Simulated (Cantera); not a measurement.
An isothermal, constant-pressure homogeneous reactor starts with C₂H₆ : N₂ = 1 : 1.1 (molar parts), at 1125 K and 0.0267 bar.

Detailed kinetics in Cantera: GRI-Mech 3.0 (53 species, 325 reactions). GRI-Mech 3.0 stops at C3 and has no aromatics, soot or wall deposition, so with more carbon than oxygen in the feed, carbon stays in small species such as C2H2 where larger ones or solid carbon would form. Radical loss at walls, strong at low pressure, is not modelled.

Predict: x(C₂H₆) at 70.0 s; x(CH₃) at 70.0 s; x(C₂H₄) at 70.0 s; x(CH₄) at 70.0 s.


- x(C₂H₆) at 70.0 s: 0.000414 (gas-phase equilibrium 9.26e-5)
- x(CH₃) at 70.0 s: 2.71e-6 (gas-phase equilibrium 2.25e-6)
- x(C₂H₄) at 70.0 s: 0.109 (gas-phase equilibrium 0.0356)
- x(CH₄) at 70.0 s: 0.0537 (gas-phase equilibrium 0.220)
